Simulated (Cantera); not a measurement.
What does this Cantera script print?

```python
import numpy as np
import cantera as ct

gas_names = """
    Cr CrN N N2
""".split()
cond_names = """
    Cr(cr) Cr(L) CrN(s) Cr2N(s)
""".split()


# ... load() reads the species with a 1 bar reference pressure and builds the phases ...
atoms = {
    'Cr': {'Cr': 1},
    'N2': {'N': 2},
}
top_T = {'CrN(s)': 1900, 'Cr2N(s)': 1900}  # K; cautious upper limits of use, not melting points


# ... equilibrate(T, P, feed) seeds the gas with the atoms and calls Mixture.equilibrate('TP', solver="vcs", rtol=1e-11, max_steps=5000) ...
results = []
feed = {'Cr': 1, 'N2': 0.16}  # mol
T = 2098.15  # K
P = 65000  # Pa
mix = equilibrate(T, P, feed)
results.append((T, P, feed, dict(zip(mix.species_names, mix.species_moles))))
x = sorted(zip(gas.X, gas.species_names), reverse=True)
print(f"T = {T:g} K  P = {P:g} Pa  gas = {mix.phase_moles(0):.4g} mol")
print("   x: " + "  ".join(f"{s} {v:.3e}" for v, s in x if v > 1e-05))
print("   condensed (mol): " + ("  ".join(f"{mix.phase(i).name} {mix.phase_moles(i):.4g}"
      for i in range(1, mix.n_phases) if mix.phase_moles(i) > 1e-12) or "none"))
```

Output:

```
T = 2098.15 K  P = 65000 Pa  gas = 0.1608 mol
   x: N2 9.950e-01  Cr 5.011e-03
   condensed (mol): Cr(cr) 0.9992
```

Equilibrium computed with Cantera from the NASA thermochemical tables; the gas is ideal and each condensed phase is pure.
